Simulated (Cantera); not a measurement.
## Adiabatic ignition

An adiabatic, constant-pressure homogeneous reactor starts with H2 : O2 : N2 : NO = 1 : 1.61 : 10.8 : 0.015 (molar parts), at 1175 K and 20.7 atm.

Detailed kinetics in Cantera: GRI-Mech 3.0 (53 species, 325 reactions). The hydrogen kinetics of GRI-Mech 3.0 are dated; newer H2 mechanisms differ, most at raised pressure. The pressure lies above the range GRI-Mech 3.0 was tuned for (to about 10 atm). The mechanism lacks 2 NO + O2 → 2 NO2 and HONO, so NO2 and the effect of NO are under-described below about 1400 K.

| t (s) | T (K) | x H2 | x O2 | x NO | x NO2 | x OH | x H2O |
|---|---|---|---|---|---|---|---|
| 1.00e-6 | 1175 | 0.0745 | 0.120 | 0.00112 | 5.55e-9 | 5.87e-10 | 1.02e-8 |
| 4.46e-6 | 1175 | 0.0745 | 0.120 | 0.00112 | 1.70e-7 | 4.24e-9 | 2.65e-7 |
| 1.99e-5 | 1175 | 0.0744 | 0.120 | 0.00108 | 3.41e-5 | 4.32e-7 | 5.40e-5 |
| 8.88e-5 | 1711 | 9.93e-5 | 0.0857 | 0.00105 | 4.04e-5 | 0.000563 | 0.0770 |
| 0.000396 | 1714 | 1.37e-6 | 0.0859 | 0.00108 | 9.65e-6 | 0.000133 | 0.0773 |
| 0.00177 | 1714 | 1.35e-6 | 0.0859 | 0.00108 | 9.56e-6 | 0.000132 | 0.0773 |
| 0.00788 | 1714 | 1.35e-6 | 0.0859 | 0.00108 | 9.56e-6 | 0.000132 | 0.0773 |
| 0.0352 | 1714 | 1.35e-6 | 0.0859 | 0.00108 | 9.56e-6 | 0.000132 | 0.0773 |
| 0.157 | 1714 | 1.35e-6 | 0.0859 | 0.00108 | 9.59e-6 | 0.000132 | 0.0773 |
| 0.700 | 1714 | 1.35e-6 | 0.0859 | 0.00110 | 9.72e-6 | 0.000132 | 0.0773 |
x: mole fraction; the columns are a selection and need not sum to one.

* **time of steepest temperature rise**: 82.5 µs
* **temperature at 0.700 s**: 1714 K
* **equilibrium temperature**: 1712 K
* **x(H2) at 0.700 s**: 1.35e-6 (gas-phase equilibrium 1.32e-6)
* **x(O2) at 0.700 s**: 0.0859 (gas-phase equilibrium 0.0854)
* **x(NO) at 0.700 s**: 0.00110 (gas-phase equilibrium 0.00200)
